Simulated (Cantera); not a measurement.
A closed system holds: 1 mol Si₃N₄, 17 mol F₂, held at 1848.15 K and 0.133 bar.

Equilibrium computed with Cantera from the NASA thermochemical tables; the gas is ideal and each condensed phase is pure. Candidate condensed phases: Si, Si₃N₄; 16 gas species. Equilibrium is a limit: real reactors are often held back by kinetics, nucleation or transport.

Base state: F 0.814, SiF₄ 0.111, N₂ 0.0741, F₂ 0.000945 (mole fractions); condensed: gas only.

Problem. What changes in the equilibrium state with this change: temperature from 1848.15 K to 1048.15 K?

Solution. 
| species | before | after |
|---|---|---|
| F₂ | 0.000945 | 0.446 |
| F | 0.814 | 0.283 |
| SiF₄ | 0.111 | 0.161 |
| N₂ | 0.0741 | 0.106 |
| NF₃ | <1e-9 | 0.00259 |
